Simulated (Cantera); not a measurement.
A freely propagating, adiabatic, planar premixed flame of 5.56 % C3H8, 19.9 % O2, 74.6 % N2, equivalence ratio 1.4, unburnt at 550 K and 380000 Pa; mixture-averaged transport, grid criteria slope 0.08 and curve 0.16, no radiation.

Detailed kinetics in Cantera: GRI-Mech 3.0 (53 species, 325 reactions). GRI-Mech 3.0 was tuned for natural gas; its chemistry of propane as a main component is partial and can be far from experiment. Burning velocities carry a grid error of a few per cent, more on coarse grids.

x: mole fraction of selected species; z is measured from the peak of heat release.

| z (mm) | T (K) | u (m/s) | x C3H8 | x O2 | x O | x OH | x HCN | x H2 |
|---|---|---|---|---|---|---|---|---|
| -0.354 | 550 | 0.632 | 0.0555 | 0.198 | <1e-8 | <1e-8 | <1e-8 | 0.00322 |
| -0.236 | 554 | 0.639 | 0.0552 | 0.197 | <1e-8 | <1e-8 | [?] | [?] |
| -0.177 | 570 | 0.662 | 0.0548 | 0.194 | <1e-8 | <1e-8 | 1.19e-7 | 0.0139 |
| -0.118 | 666 | 0.786 | 0.0530 | 0.182 | <1e-8 | 1.85e-7 | 1.03e-6 | 0.0237 |
| -0.0591 | 1090 | 1.34 | 0.0361 | 0.134 | 8.38e-7 | 6.40e-6 | 7.51e-6 | 0.0375 |
| -0.0295 | [?] | 1.89 | [?] | [?] | [?] | [?] | [?] | 0.0443 |
| 0 | 1849 | 2.42 | 0.000286 | 0.0396 | 0.000202 | 0.000796 | 3.09e-5 | 0.0472 |
| 0.0295 | 2044 | 2.69 | 2.30e-7 | 0.0145 | 0.000286 | 0.00171 | 4.69e-5 | 0.0462 |
| 0.0591 | 2119 | 2.78 | <1e-8 | 0.00500 | 0.000254 | 0.00213 | 5.14e-5 | 0.0458 |
| 0.118 | 2160 | 2.83 | <1e-8 | 0.000771 | 0.000170 | 0.00209 | 4.03e-5 | 0.0470 |
| 0.236 | 2182 | 2.85 | <1e-8 | 0.000149 | 9.93e-5 | 0.00167 | 2.10e-5 | 0.0485 |
| 0.472 | 2199 | 2.87 | <1e-8 | 6.37e-5 | 4.73e-5 | 0.00118 | 8.32e-6 | 0.0491 |
| 0.945 | 2212 | 2.89 | <1e-8 | 2.43e-5 | 1.81e-5 | 0.000739 | 2.98e-6 | 0.0493 |

Question: Some entries are withheld; supply them.

Answer: 
- -0.236, x HCN: 1.85e-8
- -0.236, x H2: 0.00828
- -0.0295, T (K): 1481
- -0.0295, x C3H8: 0.0120
- -0.0295, x O2: 0.0863
- -0.0295, x O: 2.95e-5
- -0.0295, x OH: 0.000114
- -0.0295, x HCN: 1.62e-5
